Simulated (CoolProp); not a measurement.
Vapour-liquid equilibrium of propylene (1) + R142b (2) at 270 K; x and y are mole fractions of (1).

Values from CoolProp's multi-fluid Helmholtz-energy mixture model, Lemmon 2013 and Lemmon 2006; pair parameters Bell 2016.

### Question
Give the bubble pressure and the first vapour's composition at x = 0.2, 0.35, 0.5. Is there an azeotrope?

### Answer
x = 0.2: 2.225 bar, y = 0.521; x = 0.35: 2.893 bar, y = 0.689; x = 0.5: 3.502 bar, y = 0.792. No azeotrope shows between x = 0.05 and 0.95.

The pair parameters rest on a limited set of measurements; away from them the model extrapolates.
